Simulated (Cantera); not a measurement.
A freely propagating, adiabatic, planar premixed flame of 43.1 % H2, 12.0 % O2, 44.9 % N2, unburnt at 573 K and 100.0 Torr; multicomponent transport, grid criteria slope 0.08 and curve 0.16, no radiation.

Model: the H2/O2 subset of GRI-Mech 3.0, which has no nitrogen chemistry, integrated in Cantera. Burning velocities carry a grid error of a few per cent, more on coarse grids.

Predict: laminar burning velocity; thermal thickness; peak x(H2O2); peak x(HO2); peak x(OH).


| Item | Result |
|---|---|
| laminar burning velocity | 623 cm/s |
| thermal thickness | 5.98 mm |
| peak x(H2O2) | 7.82e-7 |
| peak x(HO2) | 4.80e-5 |
| peak x(OH) | 0.00753 |
